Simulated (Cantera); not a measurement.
Charge: 1 mol Hg, 0.01 mol O₂, 12 mol N₂, at 1000 K and 1 atm.

These are equilibrium values from Cantera (NASA tables, ideal gas, pure condensed phases), not measurements of a reactor. Candidate condensed phases: Hg, HgO; 10 gas species. Equilibrium is a limit: real reactors are often held back by kinetics, nucleation or transport.

Base state: N₂ 0.922, Hg 0.0769, O₂ 0.000768 (mole fractions); condensed: gas only.

What changes in the equilibrium state with this change: Hg replaced by Pb?


| species | before | after |
|---|---|---|
| N₂ | 0.922 | 1.000 |
| Pb | 0 | 1.60e-5 |
| Hg | 0.0769 | 0 |
| O₂ | 0.000768 | <1e-9 |
| Pb(l), mol | 0 | 0.980 |
| PbO(yellow), mol | 0 | 0.0200 |
Further candidate phases: Pb, PbO, PbO₂, Pb₃O₄.
